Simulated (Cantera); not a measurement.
Input: 1 mol SiH₂Cl₂, 0.0049 mol Cl₂, 20 mol H₂, held at 8.80 mbar.

Cantera equilibrium calculation (NASA polynomials, part measured and part estimated; ideal gas, pure solids and liquids). Candidate condensed phases: Si; 19 gas species. The tables' values for SiCl₃ are old estimates; treat these amounts as uncertain. Kinetics and transport are ignored.

x: gas mole fraction; n: condensed amount in mol.

| T (K) | x H₂ | x HCl | x SiCl₄ | x SiCl₂ | x SiHCl₃ | x SiCl₃ | n Si(s) |
|---|---|---|---|---|---|---|---|
| 850 | 0.971 | 0.00564 | 0.0180 | 3.90e-5 | 0.00513 | 9.93e-5 | 0.498 |
| 900 | 0.968 | 0.00970 | 0.0170 | 0.000132 | 0.00482 | 0.000217 | 0.520 |
| 950 | 0.964 | 0.0156 | 0.0155 | 0.000385 | 0.00441 | 0.000423 | 0.550 |
| 1000 | 0.958 | 0.0234 | 0.0134 | 0.000970 | 0.00387 | 0.000733 | 0.587 |
| 1050 | 0.950 | 0.0329 | 0.0106 | 0.00213 | 0.00318 | 0.00112 | 0.628 |
| 1100 | 0.942 | 0.0431 | 0.00737 | 0.00402 | 0.00238 | 0.00146 | 0.667 |
| 1150 | 0.934 | (withheld) | (withheld) | (withheld) | (withheld) | 0.00159 | 0.695 |
| 1200 | 0.928 | 0.0588 | 0.00205 | 0.00880 | 0.000880 | 0.00143 | 0.710 |
| 1250 | 0.925 | 0.0623 | (withheld) | (withheld) | (withheld) | 0.00112 | 0.715 |
| 1300 | 0.923 | 0.0636 | 0.000329 | 0.0117 | 0.000218 | 0.000805 | 0.713 |

Question: Fill in the missing entries.

Answer: 
- 1150, x HCl: 0.0523
- 1150, x SiCl₄: 0.00429
- 1150, x SiCl₂: 0.00645
- 1150, x SiHCl₃: 0.00155
- 1250, x SiCl₄: 0.000846
- 1250, x SiCl₂: 0.0105
- 1250, x SiHCl₃: 0.000447
